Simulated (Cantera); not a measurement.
# Thermodynamics of silicon nitride deposition, feed SiH4 + N2 + H2

Input: 1 mol SiH4, 0.26 mol N2, 3.4 mol H2.

These are equilibrium values from Cantera (NASA tables, ideal gas, pure condensed phases), not measurements of a reactor. Candidate condensed phases: Si, Si3N4; 18 gas species. N2 is the only nitrogen source here; it is nearly inert below about 1500 K, so the nitride shown seldom forms there in practice. Mutual solubility and eutectic melting of coexisting phases are not modelled. The numbers say what is thermodynamically allowed, not how fast it happens.

Question: Map the stable condensed phases over T = 1073, 1173, 1273, 1373, 1473, 1573, 1673, 1773, 1873, 1973, 2073 K and P in Pa = 5, 17, 59, 210, 710, 2400, 8400, 29000, 100000.

Answer: 
```
T in K \ P in Pa
              5     17     59    210    710   2400   8400  29000 100000
   2073       A      A      A      B      B      B      B      B      B
   1973       A      A      B      B      B      B      B      B      B
   1873       A      B      B      B      B      B      B      B      C
   1773       B      B      B      B      B      B      B      C      C
   1673       B      B      B      B      B      C      C      C      C
   1573       B      B      B      B      C      C      C      C      C
   1473       B      B      B      C      C      C      C      C      C
   1373       B      C      C      C      C      C      C      C      C
   1273       C      C      C      C      C      C      C      C      C
   1173       C      C      C      C      C      C      C      C      C
   1073       C      C      C      C      C      C      C      C      C
```
A: gas only; B: Si; C: Si + Si3N4.
